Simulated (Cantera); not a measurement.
Cantera run:

```python
import numpy as np
import cantera as ct

gas_names = """
    CL CL2 H HCL H2 Si SiCL SiCL2 SiCL3 SiCL4 SiH SiHCL3 SiH2 SiH2CL2 SiH3 SiH3CL SiH4 Si2 Si3
""".split()
cond_names = """
    Si(cr) Si(L)
""".split()


# ... load() reads the species with a 1 bar reference pressure and builds the phases ...
atoms = {
    'SiCl4': {'Si': 1, 'CL': 4},
    'HCl': {'H': 1, 'CL': 1},
    'H2': {'H': 2},
}
top_T = {}  # K; cautious upper limits of use, not melting points


# ... equilibrate(T, P, feed) seeds the gas with the atoms and calls Mixture.equilibrate('TP', solver="vcs", rtol=1e-11, max_steps=5000) ...
results = []
feed = {'SiCl4': 1, 'HCl': 0.55, 'H2': 18}  # mol
P = 101325  # Pa
for T in [623, 723, 823, 923, 1023, 1123, 1223, 1323, 1423, 1523, 1623]:
    mix = equilibrate(T, P, feed)
    results.append((T, P, feed, dict(zip(mix.species_names, mix.species_moles))))

top = {s: max(r[3][s] / sum(r[3][g] for g in gas_names) for r in results) for s in gas_names}
cols = sorted((s for s in top if top[s] > 0.001), key=lambda s: -top[s])[:6]
seen = [c for c in cond_names if any(r[3].get(c, 0) > 1e-12 for r in results)]
print("log10 of partial pressures in bar; condensed amounts in mol")
print(f"{'T/K':>10s}" + "".join(f"{s[:9]:>10s}" for s in cols + seen))
for T, P, feed, n in results:
    ng = sum(n[g] for g in gas_names)
    print(f"{T:10.4g}" + "".join(f"{np.log10(max(n[s] / ng * P / 1e5, 1e-99)):10.3f}" for s in cols)
          + "".join(f"{n.get(c, 0):10.4g}" for c in seen))
```

Output:

```
log10 of partial pressures in bar; condensed amounts in mol
       T/K        H2       HCL     SiCL4     SiCL2    SiHCL3     SiCL3
       623    -0.030    -1.544    -1.286   -14.219    -4.107    -9.245
       723    -0.030    -1.538    -1.290   -10.709    -3.307    -7.198
       823    -0.031    -1.518    -1.301    -8.108    -2.733    -5.681
       923    -0.032    -1.478    -1.327    -6.148    -2.330    -4.540
      1023    -0.035    -1.421    -1.370    -4.652    -2.057    -3.673
      1123    -0.038    -1.353    -1.434    -3.500    -1.883    -3.014
      1223    -0.042    -1.270    -1.526    -2.638    -1.809    -2.533
      1323    -0.049    -1.164    -1.675    -2.053    -1.854    -2.233
      1423    -0.058    -1.058    -1.914    -1.700    -2.024    -2.106
      1523    -0.066    -0.982    -2.263    -1.506    -2.297    -2.122
      1623    -0.071    -0.941    -2.693    -1.409    -2.632    -2.235
```

Cantera equilibrium calculation (NASA polynomials, part measured and part estimated; ideal gas, pure solids and liquids). The tables' values for SiCl3 are old estimates; treat these amounts as uncertain.
